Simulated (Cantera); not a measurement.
A freely propagating, adiabatic, planar premixed flame of H₂ : O₂ : N₂ = 1 : 0.909 : 3.42 (molar parts), equivalence ratio 0.55, unburnt at 625 K and 143 Torr; mixture-averaged transport, grid criteria slope 0.08 and curve 0.16, no radiation.

Computed with Cantera and the H2/O2 subset of GRI-Mech 3.0, which has no nitrogen chemistry. Burning velocities carry a grid error of a few per cent, more on coarse grids. Lean hydrogen flames are cellular in practice and burn faster than this planar one.

Problem. Predict: laminar burning velocity; thermal thickness; peak x(O); peak x(H); peak x(OH).

Solution. 
| Item | Result |
|---|---|
| laminar burning velocity | 454 cm/s |
| thermal thickness | 3.94 mm |
| peak x(O) | 0.0158 |
| peak x(H) | 0.0369 |
| peak x(OH) | 0.0112 |
